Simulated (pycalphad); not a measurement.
## Effect of Si content in Mg-Si

All values are pycalphad results on the COST 507 light-alloy database (1999) (1 atm), not direct measurements. The database dates from 1999; later assessments differ in places, in temperatures and in the compounds included. Phase fractions are per mole of atoms.

```tsv
alloy	liquidus (°C)	first solid	solidus (°C)	phases at 277 °C
Mg-0.14Si (at.%)	649	HCP_A3	639	HCP_A3 1.00, MG2SI under 0.01
Mg-0.28Si (at.%)	648	HCP_A3	639	HCP_A3 0.99, MG2SI 0.01
Mg-0.56Si (at.%)	645	HCP_A3	639	HCP_A3 0.98, MG2SI 0.02
Mg-0.84Si (at.%)	643	HCP_A3	639	HCP_A3 0.97, MG2SI 0.03
Mg-1.68Si (at.%)	664	MG2SI	639	HCP_A3 0.95, MG2SI 0.05
```

Database names, with the compositions (at.%) that they take in these runs: MG2SI: Mg 67 Si 33. HCP_A3 is hcp.
